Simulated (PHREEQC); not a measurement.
Solution (55 °C): 0.036 mol H2SO4 and 7.4e-07 mol H4SiO4 per kg of water. Closed to the air; pH follows from the charge balance.

The numbers come from PHREEQC with the Pitzer model, pitzer.dat.

| quantity | before | after |
|---|---|---|
| pH | 1.45 | 1.71 |
| ionic strength (mol/kgw) | 0.0515 | 0.0284 |

Problem. Which change was made?
A) H4SiO4 from 7.4e-07 to 7.4e-08 mol/kgw
B) H4SiO4 left out
C) 0.0021 mol/kgw LiOH added
D) diluted 5-fold with water
E) diluted 2-fold with water

Solution. E, diluted 2-fold with water

No solid was allowed to form. Constants without temperature data keep their 25 °C values here.
